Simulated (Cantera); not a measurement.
Cantera run:

```python
import numpy as np
import cantera as ct

gas_names = """
    C CN CO CO2 C2 CCN CNC C2N2 C2O C3 C3O2 C4 C4N2 C5 Fe FeC5O5 FeO N NCO NO NO2 NO3 N2 N2O O O2 O3
""".split()
cond_names = """
    C(gr) Fe(a) Fe(c) Fe(d) Fe(L) FeC5O5(L) FeO(s) FeO(L) Fe2O3(s) Fe3O4(s)
""".split()


# ... load() reads the species with a 1 bar reference pressure and builds the phases ...
atoms = {
    'Fe3O4': {'Fe': 3, 'O': 4},
    'C': {'C': 1},
    'N2': {'N': 2},
}
top_T = {'C(gr)': 4500, 'Fe2O3(s)': 1830, 'Fe3O4(s)': 1870}  # K; cautious upper limits of use, not melting points


# ... equilibrate(T, P, feed) seeds the gas with the atoms and calls Mixture.equilibrate('TP', solver="vcs", rtol=1e-11, max_steps=5000) ...
results = []
feed = {'Fe3O4': 1, 'C': 2.8, 'N2': 0.11}  # mol
P = 24000  # Pa
for T in [1525, 1600, 1675, 1750, 1825, 1900, 1975, 2050, 2125, 2200, 2275, 2350]:
    mix = equilibrate(T, P, feed)
    results.append((T, P, feed, dict(zip(mix.species_names, mix.species_moles))))

top = {s: max(r[3][s] / sum(r[3][g] for g in gas_names) for r in results) for s in gas_names}
cols = sorted((s for s in top if top[s] > 1e-06), key=lambda s: -top[s])[:6]
seen = [c for c in cond_names if any(r[3].get(c, 0) > 1e-12 for r in results)]
print("log10 of partial pressures in bar; condensed amounts in mol")
print(f"{'T/K':>10s}" + "".join(f"{s[:9]:>10s}" for s in cols + seen))
for T, P, feed, n in results:
    ng = sum(n[g] for g in gas_names)
    print(f"{T:10.4g}" + "".join(f"{np.log10(max(n[s] / ng * P / 1e5, 1e-99)):10.3f}" for s in cols)
          + "".join(f"{n.get(c, 0):10.4g}" for c in seen))
```

It prints:

```
log10 of partial pressures in bar; condensed amounts in mol
       T/K        CO       CO2        Fe        N2       FeO         O     Fe(c)     Fe(d)     Fe(L)    FeO(s)    FeO(L)
      1525    -0.701    -1.499    -6.597    -2.042    -9.318   -11.195     2.185         0         0    0.8153         0
      1600    -0.698    -1.515    -5.960    -2.042    -8.523   -10.356      2.17         0         0    0.8298         0
      1675    -0.694    -1.541    -5.382    -2.042    -7.814    -9.604         0     2.149         0         0    0.8508
      1750    -0.689    -1.583    -4.856    -2.042    -7.190    -8.938         0     2.117         0         0     0.883
      1825    -0.684    -1.619    -4.378    -2.042    -6.621    -8.324         0         0     2.091         0    0.9084
      1900    -0.682    -1.641    -3.953    -2.042    -6.098    -7.746         0         0     2.076         0     0.923
      1975    -0.680    -1.662    -3.562    -2.043    -5.618    -7.212         0         0     2.061         0    0.9359
      2050    -0.679    -1.682    -3.201    -2.043    -5.175    -6.717         0         0     2.045         0    0.9472
      2125    -0.678    -1.701    -2.867    -2.045    -4.766    -6.257         0         0     2.026         0    0.9572
      2200    -0.679    -1.720    -2.557    -2.047    -4.386    -5.829         0         0         2         0    0.9659
      2275    -0.683    -1.741    -2.269    -2.052    -4.033    -5.429         0         0     1.959         0    0.9733
      2350    -0.691    -1.764    -2.000    -2.061    -3.704    -5.055         0         0     1.892         0    0.9791
```

Equilibrium computed with Cantera from the NASA thermochemical tables; the gas is ideal and each condensed phase is pure. Each liquid is taken as pure. Mutual solubility and eutectic melting of coexisting phases are not modelled. The tables' stoichiometric FeO is somewhat more stable than real wüstite, so its field is too wide. FeO: taken at fixed stoichiometry.
